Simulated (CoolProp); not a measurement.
Vapour-liquid equilibrium of acetone (1) + n-heptane (2) at 324.8 K; x and y are mole fractions of (1).

Model: multi-fluid Helmholtz-energy mixture model, Lemmon 2006 and Span 2003; pair parameters Bell 2016, in CoolProp.

```csv
x,"bubble pressure, mixture model (MPa)","bubble pressure, Raoult's law (MPa)","y, mixture model","y, Raoult's law"
0.05,0.03486,0.02353,0.441,0.185
0.2,0.06244,0.03353,0.719,0.518
0.35,0.07477,0.04354,0.785,0.699
0.5,0.08019,0.05354,0.813,0.811
0.65,0.08328,0.06355,0.834,0.889
0.8,0.08599,0.07355,0.868,0.945
0.95,0.08751,0.08355,0.948,0.988
```

The largest gap from Raoult's law is +86.2 % in bubble pressure, at x = 0.2. y crosses x between x = 0.8 and 0.95: the model has an azeotrope there.

Pair parameters are fitted to limited data, so mixtures are less certain than the pure fluids. With so large a gap from Raoult's law the liquid may split in two, which this calculation doesn't test in full.
